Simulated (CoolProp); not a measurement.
C2F6 (R116) at 293.15 K and 8.39 MPa is compressed adiabatically to 40.6 MPa with isentropic efficiency 0.6. Each further row changes one setting.

The numbers come from the reference Helmholtz-energy equation of state, Lemmon 2006 in CoolProp. It is a short technical equation, of lower accuracy than the large ones.

```json
[
 {"case": "as stated", "work (kJ/kg)": "41.6", "final temperature (K)": "330.9", "final density (kg/m³)": "1340"},
 {"case": "efficiency 1", "work (kJ/kg)": "25.0", "final temperature (K)": "315.0", "final density (kg/m³)": "1390"},
 {"case": "efficiency 0.65", "work (kJ/kg)": "38.4", "final temperature (K)": "327.8", "final density (kg/m³)": "1350"}
]
```
